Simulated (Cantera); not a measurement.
A closed system holds: 1 mol B, 0.081 mol H2O, 0.57 mol N2, held at 13.3 mbar.

Equilibrium computed with Cantera from the NASA thermochemical tables; the gas is ideal and each condensed phase is pure. Candidate condensed phases: B, BN, B2O3, B3O3H3, H2O; 39 gas species. Rates play no part.

### Question
At 1773 K, list the 4 most abundant gas species with their mole fractions, and the condensed phases.

### Answer
N2 0.473, H2 0.350, B2O3 0.0815, HBO 0.0462. Condensed: BN(s).
